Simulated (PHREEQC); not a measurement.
Consider water at 25 °C with 2.1 mol/kgw MgSO4. It is in equilibrium with CO2 at log p = -3.5 (atm). Otherwise closed; pH follows from the charge balance.

Equilibrium calculation in PHREEQC: Pitzer model, pitzer.dat.

```tsv
quantity	before	after
pH	5.55	5.83
CO2 (mol/kgw)	3.64e-6	8.66e-6
MgOH+ (mol/kgw)	5.74e-7	1.20e-7
CO3-2 (mol/kgw)	3.00e-8	4.68e-9
MgCO3 (mol/kgw)	1.23e-8	4.95e-9
SI of Magnesite (MgCO3)	-3.00	-3.40
```

Q: What was changed between the two runs?
(A) MgSO4 replaced by MgBr2 at the same molality
(B) diluted 5-fold with water
(C) MgSO4 from 2.1 to 1.05 mol/kgw
(D) 0.15 mol/kgw SrBr2 added
(E) temperature from 25 to 55 °C

A: B, diluted 5-fold with water

No solid was allowed to form. In brines, pH and single-ion activities rest on the MacInnes convention.
